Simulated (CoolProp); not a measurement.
Vapour-liquid equilibrium of propane (1) + cyclopropane (2) at 2.09 MPa; x and y are mole fractions of (1).

The numbers come from the multi-fluid Helmholtz-energy mixture model, Lemmon 2009 and Polt 1992; pair parameters Bell 2016 in CoolProp. This equation is an older, rougher fit; its heat capacities, sound speeds and derivatives of the liquid may be far off and weren't checked against measurements.

```
x     bubble temperature (K)  y at the bubble point  dew temperature at overall composition x (K)  liquid density (mol/L)
----  ----------------------  ---------------------  --------------------------------------------  ----------------------
0.05                   342.4                  0.064                                         342.7                   12.62
0.2                    339.5                  0.240                                         340.1                   12.10
0.35                   337.1                  0.397                                         337.8                   11.60
0.5                    335.2                  0.540                                         335.7                   11.12
0.65                   333.8                  0.675                                         334.0                   10.67
0.8                    332.9                  0.810                                         332.9                   10.25
0.95                   332.5                  0.950                                         332.5                   9.861
```

No azeotrope shows between x = 0.05 and 0.95.

Pair parameters are fitted to limited data, so mixtures are less certain than the pure fluids.
